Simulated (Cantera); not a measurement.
**Adiabatic ignition**

An adiabatic, constant-volume homogeneous reactor starts with 2.25 % C₃H₈, 17.9 % O₂, 67.1 % N₂, 12.8 % H₂O, at 1798 K and 1.01 bar.

Model: GRI-Mech 3.0 (53 species, 325 reactions), integrated in Cantera. GRI-Mech 3.0 was tuned for natural gas; its chemistry of propane as a main component is partial and can be far from experiment.

```
t (s)     T (K)  P (bar)   x C₃H₈    x O₂  x H₂O     x CO     x HCN   x H₂O₂
--------  -----  -------  -------  ------  -----  -------  --------  -------
5.00e-6    1768     1.02  0.00852   0.169  0.131  0.00250   1.81e-8  8.11e-6
1.33e-5    2333     1.42   <1e-12  0.0829  0.172   0.0488   1.63e-6  3.80e-7
3.51e-5    2522     1.51   <1e-12  0.0692  0.171   0.0224  1.39e-11  3.59e-7
9.31e-5    2700     1.60   <1e-12  0.0668  0.182   0.0175  4.12e-11  5.78e-7
0.000247   2728     1.62   <1e-12  0.0658  0.183   0.0164  6.39e-11  6.60e-7
0.000654   2724     1.61   <1e-12  0.0644  0.184   0.0164  9.70e-11  6.50e-7
0.00173    2718     1.61   <1e-12  0.0620  0.184   0.0163  1.53e-10  6.31e-7
0.00459    2712     1.60   <1e-12  0.0599  0.185   0.0162  1.97e-10  6.15e-7
0.0122     2711     1.60   <1e-12  0.0596  0.185   0.0162  2.03e-10  6.12e-7
0.0322     2711     1.60   <1e-12  0.0596  0.185   0.0162  2.03e-10  6.12e-7
0.0854     2711     1.60   <1e-12  0.0596  0.185   0.0162  2.03e-10  6.12e-7
0.226      2711     1.60   <1e-12  0.0596  0.185   0.0162  2.03e-10  6.12e-7
0.600      2711     1.60   <1e-12  0.0596  0.185   0.0162  2.03e-10  6.12e-7
```
x: mole fraction; the columns are a selection and need not sum to one.

```yaml
time_of_steepest_temperature_rise: 10.9 µs
temperature at 0.600 s: 2711 K
equilibrium_temperature: 2711 K
x(C₃H₈) at 0.600 s: <1e-12 (gas-phase equilibrium <1e-12)
x(O₂) at 0.600 s: 0.0596 (gas-phase equilibrium 0.0596)
x(H₂O) at 0.600 s: 0.185 (gas-phase equilibrium 0.185)
```
